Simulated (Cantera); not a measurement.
What does this Cantera script print?

```python
import numpy as np
import cantera as ct

gas = ct.Solution("gri30.yaml")
gas.TPX = 700, 180000, {'CH4': 1.3, 'H2': 0.49, 'O2': 1.87, 'N2': 5.99, 'H2O': 1.7}
flame = ct.FreeFlame(gas, width=0.027)
flame.set_refine_criteria(ratio=3, slope=0.08, curve=0.16)
flame.transport_model = "mixture-averaged"
flame.solve(loglevel=0, auto=True)
z, T = flame.grid, flame.T
thick = (T[-1] - T[0]) / np.gradient(T, z).max()
show = ['CH4', 'H2', 'O2', 'C2H2', 'N2O', 'NO2']
print(f"laminar burning velocity  {flame.velocity[0] * 100:.3f} cm/s")
print(f"burnt temperature         {T[-1]:.1f} K")
print(f"thermal thickness         {thick * 1e3:.4f} mm")
print(f"grid points               {len(z)}")
z0 = z[flame.heat_release_rate.argmax()]
print(f"{'z/mm':>9s}{'T/K':>9s}{'u/(m/s)':>9s}" + "".join(f"{s:>11s}" for s in show))
rows = []
for k in (-3, -2, -1.5, -1, -0.5, -0.25, 0, 0.25, 0.5, 1, 2, 4, 8):
    zz = z0 + k * thick
    rows.append([k * thick, np.interp(zz, z, T), np.interp(zz, z, flame.velocity),
                 *(np.interp(zz, z, flame.X[gas.species_index(s)]) for s in show)])
    print(f"{rows[-1][0] * 1e3:9.3f}{rows[-1][1]:9.1f}{rows[-1][2]:9.3f}" + "".join(f"{x:11.3e}" for x in rows[-1][3:]))
```

It prints:

```
laminar burning velocity  56.764 cm/s
burnt temperature         2101.7 K
thermal thickness         0.4517 mm
grid points               125
     z/mm      T/K  u/(m/s)        CH4         H2         O2       C2H2        N2O        NO2
   -1.355    701.1    0.570  1.142e-01  4.539e-02  1.643e-01  1.362e-07  1.514e-12  3.681e-10
   -0.903    709.4    0.578  1.132e-01  4.867e-02  1.633e-01  2.081e-06  2.534e-11  4.985e-09
   -0.678    731.0    0.598  1.112e-01  5.218e-02  1.615e-01  9.350e-06  1.197e-10  1.998e-08
   -0.452    826.6    0.683  1.037e-01  5.835e-02  1.536e-01  6.324e-05  8.774e-10  9.075e-08
   -0.226   1198.0    1.007  7.402e-02  6.794e-02  1.170e-01  4.841e-04  7.254e-09  1.058e-07
   -0.113   1529.3    1.303  4.490e-02  7.357e-02  7.716e-02  1.235e-03  1.646e-08  2.685e-08
    0.000   1836.8    1.583  1.745e-02  7.827e-02  3.438e-02  2.687e-03  2.168e-08  3.341e-09
    0.113   1997.2    1.728  5.691e-03  8.134e-02  1.115e-02  2.922e-03  1.416e-08  7.649e-10
    0.226   2056.8    1.779  2.542e-03  8.417e-02  3.545e-03  2.287e-03  7.627e-09  3.279e-10
    0.452   2090.4    1.807  1.143e-03  8.841e-02  5.042e-04  1.461e-03  3.504e-09  1.623e-10
    0.903   2101.9    1.816  6.276e-04  9.219e-02  3.104e-05  8.443e-04  2.183e-09  1.353e-10
    1.807   2103.7    1.818  3.415e-04  9.463e-02  2.634e-06  4.034e-04  1.882e-09  1.509e-10
    3.614   2102.8    1.819  1.158e-04  9.605e-02  1.776e-06  1.078e-04  1.907e-09  1.908e-10
```

Detailed kinetics in Cantera: GRI-Mech 3.0 (53 species, 325 reactions). Burning velocities carry a grid error of a few per cent, more on coarse grids.
